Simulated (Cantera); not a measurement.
Input (Python, Cantera) and output of one run.

```python
import numpy as np
import cantera as ct

gas_names = """
    H HNO HNO2 HNO3 HO2 H2 H2O H2O2 N NH NH2 NH3 NH2OH NO NO2 NO3 N2 N2H2 N2H4 N2O O OH O2 O3 Si SiH
    SiH2 SiH3 SiH4 SiN SiO SiO2 Si2 Si2N Si3
""".split()
cond_names = """
    H2O(s) H2O(L) Si(cr) Si(L) SiO2(Lqz) SiO2(hqz) SiO2(L) Si2N2O(s) Si3N4(a)
""".split()


def load(file, names, dense=False):
    # The tables refer to 1 bar. Condensed volumes are neglected.
    table = {s.name: s for s in ct.Species.list_from_file(file)}
    out = []
    for n in names:
        d = dict(table[n].input_data)
        d["thermo"] = dict(d["thermo"], **{"reference-pressure": 1e5})
        if dense:
            d["equation-of-state"] = {"model": "constant-volume", "density": "1e6 g/cm^3"}
        out.append(ct.Species.from_dict(d))
    return out


gas = ct.Solution(thermo="ideal-gas", species=load("nasa_gas.yaml", gas_names))
cond = {s.name: ct.Solution(thermo="fixed-stoichiometry", species=[s], name=s.name)
        for s in load("nasa_condensed.yaml", cond_names, dense=True)}
atoms = {
    'SiO2': {'Si': 1, 'O': 2},
    'H2': {'H': 2},
    'N2': {'N': 2},
}
top_T = {'Si2N2O(s)': 2100, 'Si3N4(a)': 2400}  # K; cautious upper limits of use, not melting points


def equilibrate(T, P, feed):
    n = {}
    for name, mol in feed.items():
        for a, k in atoms[name].items():
            n[a] = n.get(a, 0.0) + k * mol
    gas.TPX = T, P, n
    mass = sum(n.values()) * gas.mean_molecular_weight
    gas.equilibrate("TP")
    valid = [c for c in cond.values() if c.min_temp <= T <= top_T.get(c.name, c.max_temp)]
    mix = ct.Mixture([(gas, mass / gas.mean_molecular_weight)] + [(c, 0.0) for c in valid])
    mix.T, mix.P = T, P
    mix.equilibrate("TP", solver="vcs", rtol=1e-11, max_steps=5000)
    return mix


results = []
feed = {'SiO2': 1, 'H2': 32, 'N2': 0.88}  # mol
P = 710000  # Pa
for T in [1523, 1573, 1623, 1673, 1723, 1773, 1823, 1873]:
    mix = equilibrate(T, P, feed)
    results.append((T, P, feed, dict(zip(mix.species_names, mix.species_moles))))

top = {s: max(r[3][s] / sum(r[3][g] for g in gas_names) for r in results) for s in gas_names}
cols = sorted((s for s in top if top[s] > 0.001), key=lambda s: -top[s])[:7]
seen = [c for c in cond_names if any(r[3].get(c, 0) > 1e-12 for r in results)]
print("log10 of partial pressures in bar; condensed amounts in mol")
print(f"{'T/K':>10s}" + "".join(f"{s[:9]:>10s}" for s in cols + seen))
for T, P, feed, n in results:
    ng = sum(n[g] for g in gas_names)
    print(f"{T:10.4g}" + "".join(f"{np.log10(max(n[s] / ng * P / 1e5, 1e-99)):10.3f}" for s in cols)
          + "".join(f"{n.get(c, 0):10.4g}" for c in seen))
```

Result:

```
log10 of partial pressures in bar; condensed amounts in mol
       T/K        H2        N2       H2O       SiO SiO2(hqz)   SiO2(L) Si2N2O(s)
      1523     0.839    -0.724    -2.494    -5.148    0.9901         0  0.004932
      1573     0.839    -0.724    -2.451    -4.602     0.989         0  0.005419
      1623     0.839    -0.724    -2.411    -4.091    0.9879         0  0.005861
      1673     0.839    -0.725    -2.374    -3.611    0.9866         0   0.00615
      1723     0.839    -0.724    -2.341    -3.162         0    0.9849  0.005977
      1773     0.839    -0.724    -2.312    -2.740         0    0.9821   0.00471
      1823     0.839    -0.722    -2.285    -2.342         0     0.977 0.0009803
      1873     0.838    -0.722    -2.113    -2.114         0    0.9643         0
```

Cantera equilibrium calculation (NASA polynomials, part measured and part estimated; ideal gas, pure solids and liquids). Mutual solubility and eutectic melting of coexisting phases are not modelled. The tables hold silica as quartz up to 1696 K and as liquid above; real silica turns to tridymite and cristobalite and melts near 1996 K.
